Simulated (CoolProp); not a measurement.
Vapour-liquid equilibrium of o-xylene (1) + n-nonane (2) at 846 kPa; x and y are mole fractions of (1).

Computed with CoolProp (multi-fluid Helmholtz-energy mixture model, Zhou 2012 and Lemmon 2006; pair parameters Bell 2016).

```tsv
x	bubble temperature, mixture model (°C)	bubble temperature, Raoult's law (°C)	y, mixture model	y, Raoult's law
0.05	253.2	253.5	0.057	0.055
0.15	251.9	252.9	0.168	0.164
0.25	250.7	252.2	0.274	0.270
0.35	249.7	251.5	0.376	0.374
0.45	248.8	250.9	0.474	0.476
0.55	248.1	250.2	0.569	0.576
0.65	247.6	249.6	0.662	0.674
0.75	247.3	249.0	0.756	0.769
0.85	247.2	248.3	0.850	0.863
0.95	247.2	247.7	0.949	0.955
```

The largest gap from Raoult's law is -2.1 K in bubble temperature, at x = 0.55. y crosses x between x = 0.85 and 0.95: the model has an azeotrope there.

The pair parameters rest on a limited set of measurements; away from them the model extrapolates.
